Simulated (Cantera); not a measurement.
Charge: 1 mol FeS, 0.1 mol O2, 0.24 mol CO2, equilibrated at 1325 K and 1730 Torr.

These are equilibrium values from Cantera (NASA tables, ideal gas, pure condensed phases), not measurements of a reactor. Candidate condensed phases: C, Fe, Fe(CO)5, FeO, FeS, FeSO4, FeS2, Fe2O3, Fe2(SO4)3, Fe3O4, S; 25 gas species. Mutual solubility and eutectic melting of coexisting phases are not modelled. FeS: taken at fixed stoichiometry. Equilibrium is a limit: real reactors are often held back by kinetics, nucleation or transport.

Base state: CO2 0.769, SO2 0.189, CO 0.0217, S2 0.0176, S2O 0.00135, COS 0.00134, SO 0.000305 (mole fractions); condensed: FeS(s) + Fe3O4(s).

Q: What changes in the equilibrium state with this change: FeS replaced by FeS2?

A: 
```
species          before     after
-------------  --------  --------
S2               0.0176     0.547
CO2               0.769     0.275
SO2               0.189     0.133
S2O             0.00135    0.0149
CO               0.0217    0.0217
CS2             5.54e-7   4.84e-5
COS             0.00134   0.00748
SO             0.000305  0.000607
FeS(s), mol       0.931      1.00
Fe3O4(s), mol    0.0230         0
```
